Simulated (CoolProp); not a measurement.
Computed with CoolProp (reference Helmholtz-energy equation of state, Thol 2021).

**Question.** Give the vapour pressure (MPa), liquid density (kg/m³), vapour density (kg/m³), enthalpy of vaporisation (kJ/kg) of saturated chlorine at 254.2 K.

**Answer.** 
| T (K) | p (MPa) | liquid density (kg/m³) | vapour density (kg/m³) | enthalpy of vaporisation (kJ/kg) |
|---|---|---|---|---|
| 254.2 | 0.188 | 1520 | 6.57 | 278 |
